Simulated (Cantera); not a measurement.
Feed: 1 mol C, 0.077 mol CO2, at 1.00 bar.

These are equilibrium values from Cantera (NASA tables, ideal gas, pure condensed phases), not measurements of a reactor. Candidate condensed phases: C; 12 gas species. Rates play no part.

### Question
What share of the C ends up in condensed phases as a function of T (K), at 600, 700, 800, 900, 1000, 1100, 1200, 1300?

### Answer
```json
[
 {"T (K)": "600", "C condensed (%)": "92.8", "as": "C(graphite)"},
 {"T (K)": "700", "C condensed (%)": "92.8", "as": "C(graphite)"},
 {"T (K)": "800", "C condensed (%)": "92.5", "as": "C(graphite)"},
 {"T (K)": "900", "C condensed (%)": "91.4", "as": "C(graphite)"},
 {"T (K)": "1000", "C condensed (%)": "88.9", "as": "C(graphite)"},
 {"T (K)": "1100", "C condensed (%)": "86.7", "as": "C(graphite)"},
 {"T (K)": "1200", "C condensed (%)": "86.0", "as": "C(graphite)"},
 {"T (K)": "1300", "C condensed (%)": "85.8", "as": "C(graphite)"}
]
```
